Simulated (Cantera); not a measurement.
What does this Cantera script print?

```python
import numpy as np
import cantera as ct

gas_names = """
    AL ALN AL2 N N2
""".split()
cond_names = """
    AL(cr) AL(L) ALN(s)
""".split()


# ... load() reads the species with a 1 bar reference pressure and builds the phases ...
atoms = {
    'Al': {'AL': 1},
    'N2': {'N': 2},
}
top_T = {'ALN(s)': 2750}  # K; cautious upper limits of use, not melting points


# ... equilibrate(T, P, feed) seeds the gas with the atoms and calls Mixture.equilibrate('TP', solver="vcs", rtol=1e-11, max_steps=5000) ...
results = []
feed = {'Al': 1, 'N2': 35}  # mol
T = 1798.15  # K
P = 2400  # Pa
mix = equilibrate(T, P, feed)
results.append((T, P, feed, dict(zip(mix.species_names, mix.species_moles))))
x = sorted(zip(gas.X, gas.species_names), reverse=True)
print(f"T = {T:g} K  P = {P:g} Pa  gas = {mix.phase_moles(0):.4g} mol")
print("   x: " + "  ".join(f"{s} {v:.3e}" for v, s in x if v > 0.0001))
print("   condensed (mol): " + ("  ".join(f"{mix.phase(i).name} {mix.phase_moles(i):.4g}"
      for i in range(1, mix.n_phases) if mix.phase_moles(i) > 1e-12) or "none"))
```

Result:

```
T = 1798.15 K  P = 2400 Pa  gas = 34.5 mol
   x: N2 9.999e-01
   condensed (mol): ALN(s) 0.9973
```

Cantera equilibrium calculation (NASA polynomials, part measured and part estimated; ideal gas, pure solids and liquids).
